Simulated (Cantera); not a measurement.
Input (Python, Cantera):

```python
import numpy as np
import cantera as ct

gas = ct.Solution("h2o2.yaml")
gas.TPX = 1175, 68000, {'H2': 1.1, 'O2': 1, 'N2': 1.9}
reactor = ct.IdealGasConstPressureReactor(gas, energy="off", clone=False)
net = ct.ReactorNet([reactor])
net.rtol, net.atol = 1e-08, 1e-18
show = ['H2', 'O2', 'H2O2', 'OH', 'HO2']
times = np.geomspace(8e-06, 40, 9)

steps = ct.SolutionArray(gas, extra=["t"])
rows = []
print(f"{'t/s':>10s}{'T/K':>9s}{'P/Pa':>11s}" + "".join(f"{s:>11s}" for s in show))
for t in times:
    while net.time < t:
        t_next = net.step()
        steps.append(gas.state, t=t_next)
    rows.append([np.interp(t, steps.t, y) for y in (steps.T, steps.P, *steps(*show).X.T)])
    print(f"{t:10.3e}{rows[-1][0]:9.1f}{rows[-1][1]:11.4g}" + "".join(f"{x:11.3e}" for x in rows[-1][2:]))
rate = np.gradient(steps.T, steps.t)
print("integrator steps:", len(steps.t))
if steps.T.max() > steps.T[0] + 200:
    print(f"time of steepest temperature rise: {steps.t[rate.argmax()]:.4e} s")
gas.TPX = 1175, 68000, {'H2': 1.1, 'O2': 1, 'N2': 1.9}
gas.equilibrate("TP")
print(f"equilibrium (TP): T = {gas.T:.1f} K  " + "  ".join(f"{s} {gas[s].X[0]:.3e}" for s in show))
```

Result:

```
       t/s      T/K       P/Pa         H2         O2       H2O2         OH        HO2
 8.000e-06   1175.0    6.8e+04  2.750e-01  2.500e-01  7.081e-11  5.702e-09  2.310e-08
 5.501e-05   1175.0    6.8e+04  1.307e-01  1.867e-01  1.059e-05  6.931e-03  1.303e-04
 3.783e-04   1175.0    6.8e+04  1.126e-03  1.308e-01  4.491e-06  2.614e-04  4.033e-05
 2.601e-03   1175.0    6.8e+04  5.788e-05  1.304e-01  3.450e-07  5.990e-05  3.097e-06
 1.789e-02   1175.0    6.8e+04  3.015e-07  1.304e-01  4.187e-08  1.935e-05  6.724e-08
 1.230e-01   1175.0    6.8e+04  1.937e-08  1.304e-01  6.225e-09  7.071e-06  1.287e-08
 8.459e-01   1175.0    6.8e+04  8.153e-09  1.304e-01  1.890e-09  3.792e-06  1.137e-08
 5.817e+00   1175.0    6.8e+04  8.054e-09  1.304e-01  1.810e-09  3.705e-06  1.145e-08
 4.000e+01   1175.0    6.8e+04  8.054e-09  1.304e-01  1.810e-09  3.705e-06  1.145e-08
integrator steps: 1693
equilibrium (TP): T = 1175.0 K  H2 8.054e-09  O2 1.304e-01  H2O2 1.810e-09  OH 3.705e-06  HO2 1.145e-08
```

Cantera simulation using the H2/O2 subset of GRI-Mech 3.0, which has no nitrogen chemistry; the numbers are that mechanism's predictions, not measurements. The temperature is held fixed by assumption; the heat of reaction is taken as removed at once.
